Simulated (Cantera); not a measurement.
Charge: 1 mol Si₃N₄, 0.0039 mol O₂, 10 mol N₂, at 1098 K and 10.0 mbar.

Cantera equilibrium calculation (NASA polynomials, part measured and part estimated; ideal gas, pure solids and liquids). Candidate condensed phases: Si, SiO₂, Si₂N₂O, Si₃N₄; 16 gas species. Mutual solubility and eutectic melting of coexisting phases are not modelled. Rates play no part.

Base state: N₂ 1.00 (mole fractions); condensed: Si₂N₂O(s) + Si₃N₄(s).

Problem. What changes in the equilibrium state with this change: temperature from 1098 K to 1698 K?

Solution. 
| species | before | after |
|---|---|---|
| N₂ | 1.00 | 0.999 |
| SiO | <1e-9 | 0.000779 |
| Si | <1e-9 | 1.86e-5 |
| Si₂N₂O(s), mol | 0.00780 | 0 |
| Si₃N₄(s), mol | 0.995 | 0.997 |
